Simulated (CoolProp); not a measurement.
Properties of R142b along the isobar 5.14 MPa (Tc = 137.1 °C, pc = 4.055 MPa, ω = 0.232).

Model: reference Helmholtz-energy equation of state, Lemmon 2006, in CoolProp. It is a short technical equation, of lower accuracy than the large ones.

| T (°C) | phase | cp (kJ/(kg K)) | cv (kJ/(kg K)) | conductivity (mW/(m K)) | fugacity coefficient |
|---|---|---|---|---|---|
| 7.35 | liquid | 1.252 | 0.8510 | 90.6 | 0.04158 |
| 20.85 | liquid | 1.281 | 0.8694 | 85.8 | 0.06350 |
| 34.45 | liquid | 1.313 | 0.8880 | 81.1 | 0.09264 |
| 47.95 | liquid | 1.348 | 0.9065 | 76.6 | 0.1292 |
| 61.45 | liquid | 1.388 | 0.9252 | 72.3 | 0.1738 |
| 75.05 | liquid | 1.436 | 0.9443 | 68.1 | 0.2266 |
| 88.55 | liquid | 1.495 | 0.9638 | 64.1 | 0.2865 |
| 102.15 | liquid | 1.575 | 0.9843 | 60.3 | 0.3535 |
| 115.65 | liquid | 1.697 | 1.006 | 56.6 | 0.4252 |
| 129.15 | liquid | 1.936 | 1.033 | 53.0 | 0.4999 |
| 142.75 | supercritical | 2.848 | 1.078 | 49.9 | 0.5747 |
| 156.25 | supercritical | 3.922 | 1.129 | 43.5 | 0.6370 |
| 169.75 | supercritical | 2.068 | 1.089 | 35.3 | 0.6795 |
| 183.35 | supercritical | 1.668 | 1.074 | 33.1 | 0.7135 |
| 196.85 | supercritical | 1.508 | 1.072 | 32.5 | 0.7422 |

The peak of cp marks the crossing from liquid-like to gas-like fluid above the critical point.

Thermal conductivity comes from a separate model (Huber 2003), an estimate that may be off by 10 % or more.
